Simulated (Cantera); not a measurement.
**Stirred combustor or abatement burner**

A perfectly stirred reactor is fed with 7.05 % CH3OH, 19.6 % O2, 73.3 % N2, equivalence ratio 0.54, at 1500 Torr; it is adiabatic with a 775 K inlet, and is followed from long to short residence time, starting on the burning branch (τ in s: 0.38, 0.15, 0.058, 0.023, 0.0089, 0.0035, 0.0014, 0.00054, 0.00021, 8.2e-05, 3.2e-05, 1.3e-05).

Detailed kinetics in Cantera: GRI-Mech 3.0 (53 species, 325 reactions). GRI-Mech 3.0 was tuned for natural gas; its chemistry of methanol as a main component is partial and can be far from experiment.

```tsv
τ (s)	T (K)	x CH3OH	x O2	x CH3	x NO	x HO2
0.38	1987	3.30e-7	0.0866	1.25e-8	0.000538	2.00e-6
0.15	1987	7.88e-7	0.0867	2.82e-8	0.000247	2.14e-6
0.058	1985	1.81e-6	0.0868	5.74e-8	0.000122	2.47e-6
0.023	1981	3.80e-6	0.0868	9.91e-8	7.02e-5	3.22e-6
0.0089	1973	7.56e-6	0.0869	1.58e-7	4.50e-5	4.88e-6
0.0035	1960	1.43e-5	0.0871	2.61e-7	3.04e-5	8.23e-6
0.0014	1940	2.65e-5	0.0875	5.03e-7	2.00e-5	1.46e-5
0.00054	1906	5.16e-5	0.0886	1.21e-6	1.21e-5	2.75e-5
0.00021	1855	0.000110	0.0909	3.23e-6	6.55e-6	5.49e-5
8.2e-5	1766	0.000328	0.0971	9.30e-6	2.11e-6	0.000145
3.2e-5	775	0.0705	0.196	<1e-12	<1e-12	<1e-12
1.3e-5	775	0.0705	0.196	<1e-12	<1e-12	<1e-12
```
x: mole fraction; the columns are a selection and need not sum to one.
